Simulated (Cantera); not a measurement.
An isothermal, constant-pressure homogeneous reactor starts with CH₄ : H₂ = 1 : 15 (molar parts), at 1998 K and 130 Pa. Integrator tolerance rtol = 1e-08.

Computed with Cantera and GRI-Mech 3.0 (53 species, 325 reactions). GRI-Mech 3.0 stops at C3 and has no aromatics, soot or wall deposition, so with more carbon than oxygen in the feed, carbon stays in small species such as C2H2 where larger ones or solid carbon would form. Radical loss at walls, strong at low pressure, is not modelled.

Task: What does this change do: CH4 1 to 0.72 parts?

Result: 
```tsv
quantity	before	after
x(CH₄) at 10.0 s	3.21e-5 (gas-phase equilibrium 3.04e-6)	3.81e-5 (gas-phase equilibrium 2.65e-6)
x(H₂) at 10.0 s	0.947 (gas-phase equilibrium 0.928)	0.956 (gas-phase equilibrium 0.935)
x(C₂H₄) at 10.0 s	4.52e-7 (gas-phase equilibrium 2.35e-7)	3.68e-7 (gas-phase equilibrium 1.76e-7)
x(C₂H) at 10.0 s	1.37e-5 (gas-phase equilibrium 2.48e-5)	9.43e-6 (gas-phase equilibrium 1.84e-5)
x(CH₃) at 10.0 s	1.61e-5 (gas-phase equilibrium 2.78e-6)	1.77e-5 (gas-phase equilibrium 2.42e-6)
x(H) at 10.0 s	0.0241 (gas-phase equilibrium 0.0432)	0.0225 (gas-phase equilibrium 0.0433)
```
